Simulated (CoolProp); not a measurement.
Vapour-liquid equilibrium of cyclohexane (1) + n-heptane (2) at 396.2 K; x and y are mole fractions of (1).

Model: multi-fluid Helmholtz-energy mixture model, Zhou 2014 and Span 2003; pair parameters Bell 2016, in CoolProp.

```
x      bubble pressure (MPa)  y at the bubble point  dew pressure at overall composition x (MPa)  liquid density (mol/L)
-----  ---------------------  ---------------------  -------------------------------------------  ----------------------
0.05                  0.2042                  0.074                                       0.2023                   5.968
0.125                 0.2129                  0.179                                       0.2083                   6.092
0.2                   0.2216                  0.276                                       0.2147                   6.221
0.275                 0.2302                  0.366                                       0.2215                   6.356
0.35                  0.2388                  0.449                                       0.2287                   6.496
0.425                 0.2473                  0.527                                       0.2363                   6.643
0.5                   0.2558                  0.600                                       0.2443                   6.796
0.575                 0.2641                  0.669                                       0.2528                   6.955
0.65                  0.2723                  0.734                                       0.2617                   7.123
0.725                 0.2805                  0.796                                       0.2712                   7.298
0.8                   0.2885                  0.854                                       0.2811                   7.481
0.875                 0.2965                  0.911                                       0.2914                   7.674
0.95                  0.3043                  0.965                                       0.3022                   7.876
```

No azeotrope shows between x = 0.05 and 0.95.

The pair parameters rest on a limited set of measurements; away from them the model extrapolates.
